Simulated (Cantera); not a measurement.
**Thermal oxidation and active oxidation of silicon: Si + N₂O + H₂ + H₂O**

Charge: 1 mol Si, 0.25 mol N₂O, 17 mol H₂, 0.01 mol H₂O, equilibrated at 1.00 bar.

Cantera equilibrium calculation (NASA polynomials, part measured and part estimated; ideal gas, pure solids and liquids). Candidate condensed phases: H₂O, Si, SiO₂, Si₂N₂O, Si₃N₄; 35 gas species. Mutual solubility and eutectic melting of coexisting phases are not modelled. The tables' values for SiN are old estimates; treat these amounts as uncertain. The tables hold silica as quartz up to 1696 K and as liquid above; real silica turns to tridymite and cristobalite and melts near 1996 K. Gases not in the tables: Si₂H₆ and higher silanes. Equilibrium is a limit: real reactors are often held back by kinetics, nucleation or transport.

```
T (K)   x H₂     x SiO      x N₂       x H      x Si  n Si(s)  n SiO₂(β-quartz)  n Si₂N₂O(s)  n Si(l)
-----  -----  --------  --------  --------  --------  -------  ----------------  -----------  -------
1198   1.000   5.06e-7  4.44e-12   1.90e-7  1.29e-12    0.495           0.00500        0.250        0
1348   1.000   2.36e-5   1.00e-9   2.31e-6  1.88e-10    0.495           0.00479        0.250        0
1498   0.999  0.000500   7.52e-8   1.72e-5   1.00e-8    0.491          0.000722        0.250        0
1648   0.999  0.000611   2.48e-5   8.90e-5   2.58e-7    0.490                 0        0.250        0
1798   0.996   0.00196   0.00138  0.000351   3.08e-6        0                 0        0.226    0.513
1948   0.970    0.0148    0.0143   0.00111   2.32e-5        0                 0            0    0.738
2098   0.968    0.0148    0.0142   0.00303  0.000131        0                 0            0    0.733
2248   0.963    0.0148    0.0142   0.00721  0.000581        0                 0            0    0.718
```
x: gas mole fraction; n: condensed amount in mol.

From 1198 K to 1498 K the condensed part is Si(s) + SiO₂(β-quartz) + Si₂N₂O(s). At 1648 K the condensed part is Si(s) + Si₂N₂O(s). At 1798 K the condensed part is Si(l) + Si₂N₂O(s). From 1948 K to 2248 K the condensed part is Si(l). The main Si-bearing gas is SiH₄ at 1198 K and SiO at 2248 K.
